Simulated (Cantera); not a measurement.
A closed system holds: 1 mol acetone, a varied amount of H₂O, at 2575 °C and 0.410 bar.

Equilibrium computed with Cantera from the NASA thermochemical tables; the gas is ideal and each condensed phase is pure. Candidate condensed phases: C, C₆H₆, C₇H₈, C₈H₁₈, H₂O; 110 gas species. The feed counts by its element totals alone. The numbers say what is thermodynamically allowed, not how fast it happens.

### Question
What share of the C ends up in condensed phases as a function of n(H₂O) (mol), at 0.16, 0.36, 0.56, 0.77, 0.97, 1.2, 1.4, 1.6, 1.8?

### Answer
```csv
n(H₂O) (mol),C condensed (%),as
0.16,53.6,C(graphite)
0.36,46.4,C(graphite)
0.56,39.2,C(graphite)
0.77,31.7,C(graphite)
0.97,24.6,C(graphite)
1.2,16.4,C(graphite)
1.4,9.2,C(graphite)
1.6,2.0,C(graphite)
1.8,0.0,-
```
